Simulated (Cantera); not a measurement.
Feed: 1 mol CCl4, a varied amount of F2, equilibrated at 1475 °C and 55000 Pa.

Cantera equilibrium calculation (NASA polynomials, part measured and part estimated; ideal gas, pure solids and liquids). Candidate condensed phases: C; 27 gas species. Gases not in the tables: C2F6 and larger saturated fluorocarbons. Rates play no part.

Q: What share of the C ends up in condensed phases as a function of n(F2) (mol), at 0.04, 0.054, 0.071, 0.095, 0.13, 0.17, 0.23, 0.3, 0.4, 0.53?

A: 
```tsv
n(F2) (mol)	C condensed (%)	as
0.04	97.7	C(graphite)
0.054	97.0	C(graphite)
0.071	96.1	C(graphite)
0.095	94.8	C(graphite)
0.13	93.0	C(graphite)
0.17	90.9	C(graphite)
0.23	87.7	C(graphite)
0.3	84.1	C(graphite)
0.4	78.9	C(graphite)
0.53	72.2	C(graphite)
```
